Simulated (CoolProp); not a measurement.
Saturation properties of chloromethane (R40).

Values from CoolProp's reference Helmholtz-energy equation of state, Thol 2014.

| T (K) | p (MPa) | liquid density (kg/m³) | liquid cp (kJ/(kg K)) |
|---|---|---|---|
| 276.7 | 0.2933 | 953.6 | 1.591 |
| 283.6 | 0.3693 | 940.5 | 1.600 |
| 290.5 | 0.4592 | 927.1 | 1.611 |
| 297.5 | 0.5665 | 913.1 | 1.625 |
| 304.4 | 0.6896 | 898.9 | 1.642 |
| 311.3 | 0.8316 | 884.4 | 1.662 |
| 318.2 | 0.9942 | 869.4 | 1.686 |
| 325.1 | 1.179 | 853.8 | 1.714 |
| 332 | 1.388 | 837.7 | 1.747 |
| 338.9 | 1.623 | 821.0 | 1.786 |
| 345.9 | 1.890 | 803.2 | 1.833 |
| 352.8 | 2.184 | 784.8 | 1.890 |
| 359.7 | 2.509 | 765.4 | 1.960 |
| 366.6 | 2.868 | 744.7 | 2.049 |

It boils at 249.2 K under 1 atm.
